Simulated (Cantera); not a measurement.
Input: 1 mol Ta2O5, 120 mol H2, 2.7 mol H2O, held at 2073 K and 67.0 Pa.

Cantera equilibrium calculation (NASA polynomials, part measured and part estimated; ideal gas, pure solids and liquids). Candidate condensed phases: H2O, Ta, Ta2O5; 12 gas species. Kinetics and transport are ignored.

Base state: H2 0.881, H 0.0954, H2O 0.0215, TaO2 0.00166, OH 0.000265, TaO 3.22e-5, O 2.06e-5 (mole fractions); condensed: Ta2O5(l).

Problem. What changes in the equilibrium state with this change: Ta2O5 replaced by PbO?

Solution. 
| species | before | after |
|---|---|---|
| H2 | 0.881 | 0.869 |
| H | 0.0954 | 0.0947 |
| H2O | 0.0215 | 0.0281 |
| Pb | 0 | 0.00770 |
| TaO2 | 0.00166 | 0 |
| TaO | 3.22e-5 | 0 |
| O | 2.06e-5 | 2.73e-5 |
| Ta2O5(l), mol | 0.891 | 0 |
Further candidate phases: Pb, PbO, PbO2, Pb3O4.

Problem. What changes in the equilibrium state with this change: H2O from 2.7 to 6.2 mol?

Solution. 
| species | before | after |
|---|---|---|
| H2 | 0.881 | 0.857 |
| H | 0.0954 | 0.0941 |
| H2O | 0.0215 | 0.0467 |
| TaO2 | 0.00166 | 0.00111 |
| TaO | 3.22e-5 | 9.67e-6 |
| O | 2.06e-5 | 4.59e-5 |
| OH | 0.000265 | 0.000583 |
| Ta2O5(l), mol | 0.891 | 0.926 |

Problem. What changes in the equilibrium state with this change: temperature from 2073 K to 2125 K?

Solution. 
| species | before | after |
|---|---|---|
| H2 | 0.881 | 0.845 |
| H | 0.0954 | 0.129 |
| H2O | 0.0215 | 0.0220 |
| TaO2 | 0.00166 | 0.00370 |
| TaO | 3.22e-5 | 8.23e-5 |
| O | 2.06e-5 | 4.51e-5 |
| OH | 0.000265 | 0.000417 |
| Ta2O5(l), mol | 0.891 | 0.751 |
